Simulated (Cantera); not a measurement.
Charge: 1 mol AlN, 1.2 mol I₂, 0.042 mol H₂, held at 873 K and 1 atm.

Method: chemical equilibrium by Gibbs-energy minimisation in Cantera with the NASA 1993 tables (ideal gas, pure condensed phases). Candidate condensed phases: Al, AlI₃, AlN, I₂; 19 gas species. Equilibrium is a limit: real reactors are often held back by kinetics, nucleation or transport.

Base state: AlI₃ 0.551, N₂ 0.291, I₂ 0.0709, HI 0.0653, Al₂I₆ 0.0157, I 0.00383, H₂ 0.00164 (mole fractions); condensed: AlN(s).

**Question.** What changes in the equilibrium state with this change: H₂ from 0.042 to 0.47 mol?

**Answer.** 
| species | before | after |
|---|---|---|
| HI | 0.0653 | 0.375 |
| AlI₃ | 0.551 | 0.317 |
| N₂ | 0.291 | 0.164 |
| H₂ | 0.00164 | 0.0949 |
| Al₂I₆ | 0.0157 | 0.00522 |
| I₂ | 0.0709 | 0.0405 |
| NH₃ | 5.52e-8 | 1.82e-5 |
| I | 0.00383 | 0.00289 |
| AlN(s), mol | 0.286 | 0.455 |
